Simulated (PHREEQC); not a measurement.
Make-up at 25 °C: 4.9 mmol/kgw KHCO3, 0.078 mmol/kgw Na2B4O7, 82 mmol/kgw KCl and 3.4 mmol/kgw CsOH. Closed to the air; pH follows from the charge balance.

Model: ion-association model, wateq4f.dat, run in PHREEQC.

Precipitation was switched off in this run.

Task: Estimate the pH.

Result: pH 10.24.

Task: In which forms is Na present?

Result: Na+ 98 %, NaCO3- 2.2 % of the Na.

Species that the database lacks are ignored.
